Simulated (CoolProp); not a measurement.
Properties of CH2F2 (R32) along the isobar 0.101 MPa.

The numbers come from the reference Helmholtz-energy equation of state, Tillner-Roth 1997 in CoolProp.

```
T (°C)   phase           Z  cp (kJ/(kg K))  cv (kJ/(kg K))  isothermal compressibility (1/MPa)  fugacity coefficient
------  ------  ----------  --------------  --------------  ----------------------------------  --------------------
-83.95  liquid  (withheld)           1.559          0.9687                           0.0009565                0.1379
-78.65  liquid    0.002529           1.561          0.9626                            0.001023                0.2003
-73.35  liquid    0.002488           1.564          0.9571                            0.001095                0.2840
-68.05  liquid    0.002451           1.568          0.9523                            0.001174                0.3941
-62.85  liquid    0.002417           1.573          0.9481                            0.001260                0.5330
-57.55  liquid    0.002385           1.579          0.9443                            0.001356                0.7119
-52.25  liquid    0.002355           1.586          0.9412                            0.001463                0.9348
-46.95     gas      0.9621      (withheld)          0.6459                               10.31                0.9636
-41.75     gas      0.9658          0.8380          0.6381                               10.27                0.9670
-36.45     gas      0.9691          0.8286          0.6342                               10.23                0.9700
-31.15     gas      0.9719      (withheld)          0.6328                               10.20                0.9726
-25.85     gas      0.9743          0.8199          0.6332                               10.17            (withheld)
-20.65     gas      0.9765          0.8187      (withheld)                               10.14                0.9770
-15.35     gas      0.9784          0.8189          0.6375                               10.12                0.9788
-10.05     gas      0.9800          0.8202          0.6410                               10.11                0.9804
```

Question: Complete the blanks.

Answer: 
- -83.95, Z: 0.002572
- -46.95, cp (kJ/(kg K)): 0.8528
- -31.15, cp (kJ/(kg K)): 0.8230
- -25.85, fugacity coefficient: 0.9750
- -20.65, cv (kJ/(kg K)): 0.6349
